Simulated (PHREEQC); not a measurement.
Make-up at 45 °C: 0.027 mol/kgw TMAH, 4.5e-05 mol/kgw H4SiO4 and 0.0005 mol/kgw CO2. Closed to the air; pH follows from the charge balance.

The numbers come from PHREEQC with the ion-association model, phreeqc.dat.

No solid was allowed to form.

Q: Order these Si species by the share of Si that they hold, largest first: H2SiO4-2, H4SiO4, H3SiO4-.

A: H3SiO4- (84 %), H2SiO4-2 (16 %), H4SiO4 (0.48 %)

The pH is 11.73 and the ionic strength 0.0275 mol/kgw. (CH3)4N+ isn't in the database: it is added as a free cation with an ion size of 4 Å. At this temperature some constants are extrapolated from 25 °C, and those without enthalpy data are left unchanged.
